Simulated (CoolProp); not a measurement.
A Linde-Hampson liquefier for oxygen: isothermal reversible compression at 200 K from 1 atm to 15 MPa, throttling to 1 atm, return gas leaving the recuperator 10 K below the feed. Each further row changes one setting.

The numbers come from the reference Helmholtz-energy equation of state, Schmidt 1985 in CoolProp.

```json
[
 {"case": "as stated", "liquid yield per pass": "0.267", "compression work (kJ/kg of gas)": "236"},
 {"case": "high pressure 30 MPa", "liquid yield per pass": "0.352", "compression work (kJ/kg of gas)": "261"},
 {"case": "warm-end temperature 230 K", "liquid yield per pass": "0.159", "compression work (kJ/kg of gas)": "283"},
 {"case": "warm-end gap 15 K", "liquid yield per pass": "0.256", "compression work (kJ/kg of gas)": "236"}
]
```
